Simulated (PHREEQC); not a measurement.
0.017 g of hydrous ferric oxide (600 m²/g; 0.2 weak and 0.005 strong sites per Fe, Dzombak-Morel constants, diffuse double layer) in 1 kg of water with 0.01 mol/kgw of an inert sodium salt, at 25 °C; the pH is set by adding NaOH or the inert anion's acid. Oxygen is held at 0.21 atm. CO2 from the air is kept out. No solid was allowed to form.

Base run: PHREEQC, ion-association model, wateq4f.dat. Each further column changes one thing. The table gives surface charge σ (C/m²).

```json
[
 {"pH": "4", "base": "0.216", "background salt from 0.01 to 0.001 mol/kgw": "0.117", "oxide from 0.017 to 0.085 g/kgw": "0.216"},
 {"pH": "4.67", "base": "0.143", "background salt from 0.01 to 0.001 mol/kgw": "0.067", "oxide from 0.017 to 0.085 g/kgw": "0.143"},
 {"pH": "5.33", "base": "0.088", "background salt from 0.01 to 0.001 mol/kgw": "0.037", "oxide from 0.017 to 0.085 g/kgw": "0.088"},
 {"pH": "6", "base": "0.049", "background salt from 0.01 to 0.001 mol/kgw": "0.019", "oxide from 0.017 to 0.085 g/kgw": "0.050"},
 {"pH": "6.67", "base": "0.025", "background salt from 0.01 to 0.001 mol/kgw": "0.009", "oxide from 0.017 to 0.085 g/kgw": "0.025"},
 {"pH": "7.33", "base": "0.011", "background salt from 0.01 to 0.001 mol/kgw": "0.004", "oxide from 0.017 to 0.085 g/kgw": "0.011"},
 {"pH": "8", "base": "0.001", "background salt from 0.01 to 0.001 mol/kgw": "0.000", "oxide from 0.017 to 0.085 g/kgw": "0.001"},
 {"pH": "8.67", "base": "-0.007", "background salt from 0.01 to 0.001 mol/kgw": "-0.003", "oxide from 0.017 to 0.085 g/kgw": "-0.007"},
 {"pH": "9.33", "base": "-0.020", "background salt from 0.01 to 0.001 mol/kgw": "-0.007", "oxide from 0.017 to 0.085 g/kgw": "-0.020"},
 {"pH": "10", "base": "-0.040", "background salt from 0.01 to 0.001 mol/kgw": "-0.015", "oxide from 0.017 to 0.085 g/kgw": "-0.040"},
 {"pH": "10.67", "base": "-0.075", "background salt from 0.01 to 0.001 mol/kgw": "-0.035", "oxide from 0.017 to 0.085 g/kgw": "-0.075"},
 {"pH": "11.33", "base": "-0.131", "background salt from 0.01 to 0.001 mol/kgw": "-0.085", "oxide from 0.017 to 0.085 g/kgw": "-0.131"},
 {"pH": "12", "base": "-0.229", "background salt from 0.01 to 0.001 mol/kgw": "-0.200", "oxide from 0.017 to 0.085 g/kgw": "-0.229"}
]
```
